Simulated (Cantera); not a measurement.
A perfectly stirred reactor is fed with H2 : O2 = 0.47 : 1 (molar parts), equivalence ratio 0.23, at 2670 Pa; it is held at 1025 K, and followed from long to short residence time.

Cantera simulation using GRI-Mech 3.0 (53 species, 325 reactions); the numbers are that mechanism's predictions, not measurements. Radical loss at walls, strong at low pressure, is not modelled. The temperature is held fixed by assumption; the heat of reaction is taken as removed at once.

Q: Predict: x(H2) at τ = 3.40 s; x(O2) at τ = 3.40 s; x(H) at τ = 3.40 s; x(H2O2) at τ = 3.40 s; x(OH) at τ = 3.40 s; x(H2) at τ = 0.110 s; x(O2) at τ = 0.110 s; x(H) at τ = 0.110 s; x(H2O2) at τ = 0.110 s; x(OH) at τ = 0.110 s.

A: 
* **x(H2) at τ = 3.40 s**: 0.000665
* **x(O2) at τ = 3.40 s**: 0.619
* **x(H) at τ = 3.40 s**: 3.74e-5
* **x(H2O2) at τ = 3.40 s**: 9.47e-7
* **x(OH) at τ = 3.40 s**: 0.000412
* **x(H2) at τ = 0.110 s**: 0.00538
* **x(O2) at τ = 0.110 s**: 0.618
* **x(H) at τ = 0.110 s**: 0.00114
* **x(H2O2) at τ = 0.110 s**: 1.72e-6
* **x(OH) at τ = 0.110 s**: 0.00145
